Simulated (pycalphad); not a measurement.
CALPHAD calculation (pycalphad, COST 507 light-alloy database (1999)), 1 atm. The data set is of 1999 and partly superseded. Amounts are mole fractions of atoms.

Task: Give the equilibrium state of Si-54.51C (wt.%) at 3050 K.

Result: CSI, fraction 0.526, with 30.0 C wt.%; GRAPHITE, fraction 0.474, with 100 C wt.%.

Task: Give the equilibrium state of Si-54.51C (wt.%) at 3100 K.

Result: GRAPHITE, fraction 0.681, with 100 C wt.%; LIQUID, fraction 0.319, with 8.3 C wt.%.

Database names, with the compositions (at.%) that they take in these runs: CSI: Si 50 C 50.
